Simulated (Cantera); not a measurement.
An adiabatic, constant-volume homogeneous reactor starts with CH4 : O2 : N2 = 2.3 : 2.04 : 7.67 (molar parts), at 1325 K and 710000 Pa.

Computed with Cantera and GRI-Mech 3.0 (53 species, 325 reactions).

x: mole fraction; the columns are a selection and need not sum to one.

```json
[
 {"t (s)": "1.00e-6", "T (K)": "1325", "P (bar)": "7.10", "x CH4": "0.192", "x O2": "0.170", "x CO2": "<1e-12", "x HCN": "<1e-12", "x O": "4.98e-11"},
 {"t (s)": "4.59e-6", "T (K)": "1325", "P (bar)": "7.10", "x CH4": "0.192", "x O2": "0.170", "x CO2": "<1e-12", "x HCN": "<1e-12", "x O": "1.28e-10"},
 {"t (s)": "2.10e-5", "T (K)": "1325", "P (bar)": "7.10", "x CH4": "0.192", "x O2": "0.170", "x CO2": "3.44e-11", "x HCN": "<1e-12", "x O": "6.95e-10"},
 {"t (s)": "9.65e-5", "T (K)": "1325", "P (bar)": "7.10", "x CH4": "0.191", "x O2": "0.170", "x CO2": "7.54e-9", "x HCN": "<1e-12", "x O": "4.41e-9"},
 {"t (s)": "0.000443", "T (K)": "1327", "P (bar)": "7.11", "x CH4": "0.191", "x O2": "0.170", "x CO2": "___", "x HCN": "<1e-12", "x O": "___"},
 {"t (s)": "0.00203", "T (K)": "1418", "P (bar)": "7.63", "x CH4": "___", "x O2": "0.158", "x CO2": "___", "x HCN": "<1e-12", "x O": "___"},
 {"t (s)": "0.00932", "T (K)": "2551", "P (bar)": "16.6", "x CH4": "8.13e-9", "x O2": "1.00e-6", "x CO2": "0.0123", "x HCN": "3.07e-6", "x O": "4.59e-6"},
 {"t (s)": "0.0428", "T (K)": "2551", "P (bar)": "16.6", "x CH4": "8.13e-9", "x O2": "1.00e-6", "x CO2": "0.0123", "x HCN": "3.07e-6", "x O": "4.59e-6"},
 {"t (s)": "0.196", "T (K)": "2551", "P (bar)": "16.6", "x CH4": "8.13e-9", "x O2": "1.00e-6", "x CO2": "0.0123", "x HCN": "3.07e-6", "x O": "4.59e-6"},
 {"t (s)": "0.900", "T (K)": "2551", "P (bar)": "16.6", "x CH4": "8.13e-9", "x O2": "1.00e-6", "x CO2": "0.0123", "x HCN": "3.07e-6", "x O": "4.59e-6"}
]
```

Task: What belongs in the gaps?

Result: 
- 0.000443, x CO2: 1.64e-7
- 0.000443, x O: 7.64e-9
- 0.00203, x CH4: 0.174
- 0.00203, x CO2: 0.000125
- 0.00203, x O: 1.85e-7
